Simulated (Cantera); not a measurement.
A perfectly stirred reactor is fed with 1.37 % CO, 0.617 % O₂, 0.0490 % H₂O, 98.0 % N₂, at 8.49 atm; it is held at 975 K, and followed from long to short residence time.

Detailed kinetics in Cantera: GRI-Mech 3.0 (53 species, 325 reactions).

**Question.** Predict: x(CO) at τ = 4.20 s; x(O₂) at τ = 4.20 s; x(H₂O) at τ = 4.20 s; x(H₂O₂) at τ = 4.20 s; x(O) at τ = 4.20 s; x(CO) at τ = 12.0 ms; x(O₂) at τ = 12.0 ms; x(H₂O) at τ = 12.0 ms.

**Answer.** 
```json
{
 "x(CO) at τ = 4.20 s": "0.0128",
 "x(O₂) at τ = 4.20 s": "0.00571",
 "x(H₂O) at τ = 4.20 s": "0.000490",
 "x(H₂O₂) at τ = 4.20 s": "3.32e-9",
 "x(O) at τ = 4.20 s": "1.42e-9",
 "x(CO) at τ = 12.0 ms": "0.0137",
 "x(O₂) at τ = 12.0 ms": "0.00617",
 "x(H₂O) at τ = 12.0 ms": "0.000490"
}
```
